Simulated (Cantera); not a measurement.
Pyrogenic steam for wet oxidation

An isothermal, constant-pressure homogeneous reactor starts with 14.0 % H₂, 56.2 % O₂, 29.8 % N₂, at 1325 K and 0.217 atm.

Model: the H2/O2 subset of GRI-Mech 3.0, which has no nitrogen chemistry, integrated in Cantera. The temperature is held fixed by assumption; the heat of reaction is taken as removed at once.

```tsv
t (s)	x H₂	x O₂	x H₂O₂	x HO₂	x H₂O
5.00e-6	0.140	0.562	6.46e-11	5.16e-8	3.57e-8
2.46e-5	0.140	0.562	2.01e-9	5.22e-7	1.57e-5
0.000121	0.00576	0.496	2.79e-6	6.13e-5	0.124
0.000592	0.000446	0.526	1.34e-6	2.67e-5	0.149
0.00291	1.86e-5	0.528	2.53e-7	2.64e-6	0.151
0.0143	1.56e-6	0.529	4.84e-8	3.11e-7	0.151
0.0701	2.22e-7	0.529	1.02e-8	8.38e-8	0.151
0.344	6.60e-8	0.529	3.69e-9	7.79e-8	0.151
1.69	5.98e-8	0.529	3.41e-9	7.95e-8	0.151
8.30	5.98e-8	0.529	3.41e-9	7.95e-8	0.151
40.7	5.98e-8	0.529	3.41e-9	7.95e-8	0.151
200	5.98e-8	0.529	3.41e-9	7.95e-8	0.151
```
x: mole fraction; the columns are a selection and need not sum to one.

Equilibrium at this temperature and pressure: H₂ 5.98e-8, O₂ 0.529, H₂O₂ 3.41e-9, HO₂ 7.95e-8, H₂O 0.151 (gas phase only).
